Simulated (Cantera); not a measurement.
A closed system holds: 1 mol Si₃N₄, 0.0021 mol O₂, 22 mol N₂, at 1023 K and 0.000840 bar.

Method: chemical equilibrium by Gibbs-energy minimisation in Cantera with the NASA 1993 tables (ideal gas, pure condensed phases). Candidate condensed phases: Si, SiO₂, Si₂N₂O, Si₃N₄; 16 gas species. Mutual solubility and eutectic melting of coexisting phases are not modelled. The numbers say what is thermodynamically allowed, not how fast it happens.

Base state: N₂ 1.00 (mole fractions); condensed: Si₂N₂O(s) + Si₃N₄(s).

**Question.** What changes in the equilibrium state with this change: temperature from 1023 K to 1973 K?

**Answer.** 
| species | before | after |
|---|---|---|
| N₂ | 1.00 | 0.961 |
| Si | <1e-9 | 0.0376 |
| Si₂N | <1e-9 | 0.000400 |
| Si₂ | <1e-9 | 0.000365 |
| SiN | <1e-9 | 0.000297 |
| SiO | <1e-9 | 0.000168 |
| Si₃ | <1e-9 | 7.92e-5 |
| Si₂N₂O(s), mol | 0.00420 | 0 |
| Si₃N₄(s), mol | 0.997 | 0 |
| Si(l), mol | 0 | 2.01 |
The tables' values for SiN are old estimates; treat these amounts as uncertain.
